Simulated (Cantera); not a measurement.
Mixture: CH4 : O2 : N2 = 1 : 1.11 : 4.18 (molar parts), equivalence ratio 1.8, at 250000 Pa, adiabatic and at constant volume. Ignition delay is the time to a rise of 400 K.

Computed with Cantera and GRI-Mech 3.0 (53 species, 325 reactions).

### Question
Predict: delay at 1225 K; delay at 1375 K; delay at 1525 K; delay at 1675 K; delay at 1825 K; apparent activation energy between 1675 and 1825 K.

### Answer
| Item | Result |
|---|---|
| delay at 1225 K | 18.5 ms |
| delay at 1375 K | 2.83 ms |
| delay at 1525 K | 0.542 ms |
| delay at 1675 K | 0.133 ms |
| delay at 1825 K | 42.8 µs |
| apparent activation energy between 1675 and 1825 K | 190 kJ/mol |
